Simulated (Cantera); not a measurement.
Charge: 1 mol AlN, 0.063 mol I₂, 4.1 mol N₂, at 627 °C and 0.100 bar.

Equilibrium computed with Cantera from the NASA thermochemical tables; the gas is ideal and each condensed phase is pure. Candidate condensed phases: Al, AlI₃, AlN, I₂; 10 gas species. Kinetics and transport are ignored.

Base state: N₂ 0.986, AlI₃ 0.00559, I₂ 0.00459, I 0.00426 (mole fractions); condensed: AlN(s).

What changes in the equilibrium state with this change: I₂ from 0.063 to 0.14 mol?


```
species       before    after
-----------  -------  -------
N₂             0.986    0.971
AlI₃         0.00559   0.0143
I₂           0.00459  0.00855
I            0.00426  0.00581
AlN(s), mol    0.977    0.939
```

What changes in the equilibrium state with this change: temperature from 627 °C to 977 °C?


| species | before | after |
|---|---|---|
| N₂ | 0.986 | 0.972 |
| I | 0.00426 | 0.0266 |
| AlI₃ | 0.00559 | 0.000702 |
| I₂ | 0.00459 | 0.000563 |
| AlN(s), mol | 0.977 | 0.997 |

What changes in the equilibrium state with this change: AlN replaced by Al₂O₃?


| species | before | after |
|---|---|---|
| N₂ | 0.986 | 0.982 |
| I₂ | 0.00459 | 0.0117 |
| I | 0.00426 | 0.00679 |
| AlI₃ | 0.00559 | <1e-9 |
| AlN(s), mol | 0.977 | 0 |
| Al₂O₃(s), mol | 0 | 1.00 |
Further candidate phases: Al₂O₃.
